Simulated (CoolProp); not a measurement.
Computed with CoolProp (reference Helmholtz-energy equation of state, Jacobsen 1992).

### Question
Give the vapour pressure (kPa), liquid cp (kJ/(kg K)), vapour Z, vapour viscosity (µPa s) of saturated R11 at 64.45 °C.

### Answer
```json
[
 {"T (°C)": "64.45", "p (kPa)": "353", "liquid cp (kJ/(kg K))": "0.927", "vapour Z": "0.913", "vapour viscosity (µPa s)": "11.4"}
]
```

Viscosity comes from a separate model (Klein 1997), an estimate that may be off by 10 % or more.
